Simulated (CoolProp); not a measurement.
Vapour-liquid equilibrium of cyclohexane (1) + toluene (2) at 304.7 K; x and y are mole fractions of (1).

The numbers come from the multi-fluid Helmholtz-energy mixture model, Zhou 2014 and Lemmon 2006; pair parameters Bell 2016 in CoolProp.

Task: Give the bubble pressure and the first vapour's composition at x = 0.15, 0.55, 0.85. Is there an azeotrope?

Result: x = 0.15: 0.07929 bar, y = 0.428; x = 0.55: 0.1305 bar, y = 0.795; x = 0.85: 0.1596 bar, y = 0.933. No azeotrope shows between x = 0.05 and 0.95.

Pair parameters are fitted to limited data, so mixtures are less certain than the pure fluids.
